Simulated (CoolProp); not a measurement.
Vapour-liquid equilibrium of R134a (1) + R123 (2) at -14.15 °C; x and y are mole fractions of (1).

Model: multi-fluid Helmholtz-energy mixture model, Tillner-Roth 1994 and Younglove 1994; pair parameters Bell 2016, in CoolProp.

**Question.** Give the bubble pressure and the first vapour's composition at x = 0.05, 0.5, 0.95. Is there an azeotrope?

**Answer.** x = 0.05: 0.2732 bar, y = 0.425; x = 0.5: 1.061 bar, y = 0.910; x = 0.95: 1.627 bar, y = 0.991. No azeotrope shows between x = 0.05 and 0.95.

Pair parameters are fitted to limited data, so mixtures are less certain than the pure fluids.
